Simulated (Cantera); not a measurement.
Input: 1 mol PbO, 7 mol CO, 0.6 mol H2, at 975 K and 0.133 bar.

These are equilibrium values from Cantera (NASA tables, ideal gas, pure condensed phases), not measurements of a reactor. Candidate condensed phases: C, C6H6, C7H8, C8H18, H2O, Pb, PbO, PbO2, Pb3O4; 113 gas species. The numbers say what is thermodynamically allowed, not how fast it happens.

Base state: CO 0.796, CO2 0.125, H2 0.0718, H2O 0.00703, Pb 6.88e-5, CH4 5.63e-5 (mole fractions); condensed: Pb(l).

Question: What changes in the equilibrium state with this change: H2 from 0.6 to 39 mol?

Answer: 
```json
[
 {"species": "H2", "before": "0.0718", "after": "0.825"},
 {"species": "CO", "before": "0.796", "after": "0.143"},
 {"species": "H2O", "before": "0.00703", "after": "0.0212"},
 {"species": "CO2", "before": "0.125", "after": "0.00586"},
 {"species": "Pb", "before": "6.88e-5", "after": "6.88e-5"},
 {"species": "CH4", "before": "5.63e-5", "after": "0.00508"},
 {"species": "Pb(l), mol", "before": "0.999", "after": "0.997"}
]
```
